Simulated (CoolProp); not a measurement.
Fluorine along the isotherm 82.9 K: density (kg/m³) from the reference equation and from simpler models built on Tc = 144.4 K, pc = 5.240 MPa, ω = 0.045; each cubic takes its own stable root.

Computed with CoolProp (reference Helmholtz-energy equation of state, de Reuck 1990).

```tsv
p (MPa)	phase	reference
0.0632	gas	3.567
0.13	liquid	1517
0.267	liquid	1517
0.548	liquid	1518
1.12	liquid	1519
2.31	liquid	1522
4.74	liquid	1528
9.74	liquid	1540
20	liquid	1561
```

Question: How far does each simpler model (Redlich-Kwong, Peng-Robinson) lie from the reference over these 9 states: mean and median of the absolute difference, and the worst?

Answer: 
- Redlich-Kwong: mean 1.2 %, median 1.3 %, worst +1.6 % at 82.9 K and 20 MPa
- Peng-Robinson: mean 11.9 %, median 13.3 %, worst +13.5 % at 82.9 K and 20 MPa
